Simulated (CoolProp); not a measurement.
A single-stage vapour-compression cycle with vinyl chloride: evaporating at 282.15 K (dew point), condensing at 321.15 K (bubble point), superheat 5 K, subcooling 8 K, compressor efficiency 0.85, no pressure losses. Each further row changes one setting.

The numbers come from the reference Helmholtz-energy equation of state, Thol 2022 in CoolProp.

| case | cooling COP | pressure ratio | discharge temperature (K) | refrigerating effect (kJ/kg) | volumetric capacity (kJ/m³) |
|---|---|---|---|---|---|
| as stated | 5.59 | 3.13 | 352.6 | 293 | 1920 |
| evaporating temperature 287.15 K | 6.62 | 2.65 | 348.4 | 296 | 2270 |
| condensing temperature 316.15 K | 6.52 | 2.75 | 344.9 | 301 | 1970 |
| subcooling 13 K | 5.73 | 3.13 | 352.6 | 301 | 1970 |
| superheat 15 K | 5.54 | 3.13 | 363.1 | 302 | 1900 |
| compressor efficiency 0.75 | 4.93 | 3.13 | 359.3 | 293 | 1920 |
